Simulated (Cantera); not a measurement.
Charge: 1 mol SrCl₂, 0.31 mol H₂, at 925 K and 1.33 mbar.

Cantera equilibrium calculation (NASA polynomials, part measured and part estimated; ideal gas, pure solids and liquids). Candidate condensed phases: Sr, SrCl₂; 8 gas species. The numbers say what is thermodynamically allowed, not how fast it happens.

Base state: H₂ 1.00 (mole fractions); condensed: SrCl₂(s).

**Question.** What changes in the equilibrium state with this change: temperature from 925 K to 1775 K?

**Answer.** 
```csv
species,before,after
SrCl₂,5.74e-8,0.744
H₂,1.00,0.226
HCl,4.91e-9,0.0134
SrCl,<1e-9,0.0115
H,7.13e-9,0.00377
Sr,2.05e-9,0.00102
"SrCl₂(s), mol",1.00,0
```

**Question.** What changes in the equilibrium state with this change: SrCl₂ replaced by CaF₂?

**Answer.** 
```
species        before  after
-------------  ------  -----
H₂               1.00   1.00
SrCl₂(s), mol    1.00      0
CaF₂(s), mol        0   1.00
```
Further candidate phases: Ca, CaF₂.
